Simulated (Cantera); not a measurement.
Reactions in the system N-O-Zr

Standard-state values (1 bar) from the NASA 1993 polynomials, evaluated with Cantera. Values are per mole of reaction as written; species without (g) are pure solids or liquids, kept so even where they would boil at 1 bar. ZrN: taken at fixed stoichiometry.

ZrO2 + N2(g) ⇌ NO2(g) + ZrN

```json
[
 {"T (K)": "898", "ΔH° (kJ)": "763.1", "ΔS° (J/K)": "30.4", "ΔG° (kJ)": "735.8", "log10 K": "-42.80", "condensed phases": "ZrO2(monoclinic), ZrN(s)"},
 {"T (K)": "998", "ΔH° (kJ)": "762.8", "ΔS° (J/K)": "30.1", "ΔG° (kJ)": "732.8", "log10 K": "-38.35", "condensed phases": "ZrO2(monoclinic), ZrN(s)"},
 {"T (K)": "1098", "ΔH° (kJ)": "762.5", "ΔS° (J/K)": "29.8", "ΔG° (kJ)": "729.8", "log10 K": "-34.72", "condensed phases": "ZrO2(monoclinic), ZrN(s)"},
 {"T (K)": "1198", "ΔH° (kJ)": "762.3", "ΔS° (J/K)": "29.6", "ΔG° (kJ)": "726.8", "log10 K": "-31.69", "condensed phases": "ZrO2(monoclinic), ZrN(s)"},
 {"T (K)": "1298", "ΔH° (kJ)": "762.0", "ΔS° (J/K)": "29.4", "ΔG° (kJ)": "723.9", "log10 K": "-29.13", "condensed phases": "ZrO2(monoclinic), ZrN(s)"},
 {"T (K)": "1398", "ΔH° (kJ)": "761.8", "ΔS° (J/K)": "29.2", "ΔG° (kJ)": "720.9", "log10 K": "-26.94", "condensed phases": "ZrO2(monoclinic), ZrN(s)"},
 {"T (K)": "1498", "ΔH° (kJ)": "755.7", "ΔS° (J/K)": "25.1", "ΔG° (kJ)": "718.1", "log10 K": "-25.04", "condensed phases": "ZrO2(tetragonal), ZrN(s)"}
]
```
